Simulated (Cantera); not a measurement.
Cantera run, input and output.

```python
import numpy as np
import cantera as ct

gas = ct.Solution("gri30.yaml")


def delay(T, t_max=10):
    gas.TPX = T, 1000000, {'CH4': 1, 'O2': 1, 'N2': 3.76, 'H2O': 1.1}
    reactor = ct.IdealGasReactor(gas, clone=False)
    net = ct.ReactorNet([reactor])
    net.rtol, net.atol = 1e-8, 1e-16
    while net.time < t_max:
        t_old, T_old = net.time, reactor.T
        net.step()
        if reactor.T > T + 400:  # ignition: a rise of 400 K
            return t_old + (T + 400 - T_old) / (reactor.T - T_old) * (net.time - t_old)
    return np.nan


taus = []
for T in [1173, 1248, 1323, 1398, 1473, 1548]:
    taus.append(delay(T))
    print(f"T0 = {T:6g} K   tau = {taus[-1]:.4e} s")
```

Output:

```
T0 =   1173 K   tau = 9.7593e-03 s
T0 =   1248 K   tau = 4.1969e-03 s
T0 =   1323 K   tau = 1.9207e-03 s
T0 =   1398 K   tau = 9.0815e-04 s
T0 =   1473 K   tau = 4.3506e-04 s
T0 =   1548 K   tau = 2.0993e-04 s
```

Model: GRI-Mech 3.0 (53 species, 325 reactions), integrated in Cantera.
